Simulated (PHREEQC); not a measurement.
## Buffer: speciation

Make-up at 25 °C: 140 mmol/kgw H3PO4, 0.031 mmol/kgw Na2HPO4 and 0.0086 mmol/kgw KCl. Closed to the air; pH follows from the charge balance.

The numbers come from PHREEQC with the ion-association model, phreeqc.dat.

No solid was allowed to form.

Problem. Predict the pH, specific conductance.

Solution. pH 1.56; specific conductance 10700 µS/cm.

Problem. In which forms is P present?

Solution. H3PO4 77 %, H2PO4- 23 % of the P.
